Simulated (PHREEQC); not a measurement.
**Alkaline etch or developer: speciation**

A solution holds 0.0045 mol KOH and 8.9e-05 mol K3PO4 per kg of water, at 35 °C. It is in equilibrium with CO2 at log p = -2 (atm). Otherwise closed; pH follows from the charge balance.

Model: ion-association model, phreeqc.dat, run in PHREEQC.

```
Quantity                        Value
--------------------  ---------------
pH                               7.52
ionic strength        0.00484 mol/kgw
specific conductance        661 µS/cm
total alkalinity          4.68 meq/kg
```

```json
[
 {"species": "K+", "molality": "0.00477", "activity": "0.00441", "log γ": "-0.033"},
 {"species": "HCO3-", "molality": "0.00459", "activity": "0.00426", "log γ": "-0.032"},
 {"species": "CO2", "molality": "0.000265", "activity": "0.000265", "log γ": "0.000"},
 {"species": "HPO4-2", "molality": "6.46e-5", "activity": "4.79e-5", "log γ": "-0.130"},
 {"species": "H2PO4-", "molality": "2.39e-5", "activity": "2.22e-5", "log γ": "-0.032"},
 {"species": "CO3-2", "molality": "1.05e-5", "activity": "7.84e-6", "log γ": "-0.129"},
 {"species": "OH-", "molality": "7.42e-7", "activity": "6.87e-7", "log γ": "-0.033"}
]
```

No solid was allowed to form.
